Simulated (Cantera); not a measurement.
Charge: 1 mol C2F6, 0.46 mol CH4, 0.7 mol H2, at 2973.15 K and 1.33 mbar.

Equilibrium computed with Cantera from the NASA thermochemical tables; the gas is ideal and each condensed phase is pure. Candidate condensed phases: C, C6H6, C7H8, C8H18; 95 gas species. The feed counts by its element totals alone. Rates play no part.

Base state: F 0.414, HF 0.354, C3 0.0813, H 0.0797, CF 0.0350, C 0.0227, C2 0.0106, CF2 0.00122 (mole fractions); condensed: gas only.

### Question
What changes in the equilibrium state with this change: temperature from 2973.15 K to 798.15 K?

### Answer
```
species             before  after
----------------  --------  -----
HF                   0.354  0.824
CF4                  <1e-9  0.176
F                    0.414  <1e-9
C3                  0.0813  <1e-9
H                   0.0797  <1e-9
CF                  0.0350  <1e-9
C                   0.0227  <1e-9
C2                  0.0106  <1e-9
CF2                0.00122  <1e-9
C5                0.000822  <1e-9
C2H               0.000454  <1e-9
C(graphite), mol         0   1.77
```
Condensed phases not in the tables: fluorocarbon polymer. Gases not in the tables: C2F6 and larger saturated fluorocarbons.
